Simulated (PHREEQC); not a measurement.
A made-up water analysis in mg/kgw, 25 °C, pH 3.46: Na 1720; K 38.3; Ca 67.3; Mg 28.9; Cl 864; S(6) as SO4 2750.

Valence states are taken as typed.

Computed with PHREEQC (Pitzer model, pitzer.dat).

Each row changes one thing in this solution. No solid was allowed to form.

```json
[
 {"case": "as made", "ionic strength (mol/kgw)": "0.113", "HSO4- (mol/kgw)": "0.000380", "SI of Gypsum (CaSO4:2H2O)": "-0.88", "SI of Halite (NaCl)": "-4.56"},
 {"case": "K from 38.3 to 115 mg/kgw", "ionic strength (mol/kgw)": "0.114", "HSO4- (mol/kgw)": "[?]", "SI of Gypsum (CaSO4:2H2O)": "-0.88", "SI of Halite (NaCl)": "-4.56"},
 {"case": "temperature from 25 to 85 °C at the same typed pH", "ionic strength (mol/kgw)": "0.110", "HSO4- (mol/kgw)": "[?]", "SI of Gypsum (CaSO4:2H2O)": "-0.84", "SI of Halite (NaCl)": "-4.61"}
]
```

Problem. Some entries are withheld; supply them.

Solution. 
- K from 38.3 to 115 mg/kgw, HSO4- (mol/kgw): 0.000379
- temperature from 25 to 85 °C at the same typed pH, HSO4- (mol/kgw): 0.00201

Constants without temperature data keep their 25 °C values here.
